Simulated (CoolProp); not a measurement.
Vapour-liquid equilibrium of n-pentane (1) + acetone (2) at 36.15 °C; x and y are mole fractions of (1).

Model: multi-fluid Helmholtz-energy mixture model, Thol 2019 and Lemmon 2006; pair parameters Bell 2016, in CoolProp.

### Question
Give the bubble pressure and the first vapour's composition at x = 0.25, 0.45, 0.85. Is there an azeotrope?

### Answer
x = 0.25: 0.1018 MPa, y = 0.594; x = 0.45: 0.1112 MPa, y = 0.662; x = 0.85: 0.1133 MPa, y = 0.795. y crosses x between x = 0.65 and 0.75: the model has an azeotrope there.

The pair parameters rest on a limited set of measurements; away from them the model extrapolates. With so large a gap from Raoult's law the liquid may split in two, which this calculation doesn't test in full.
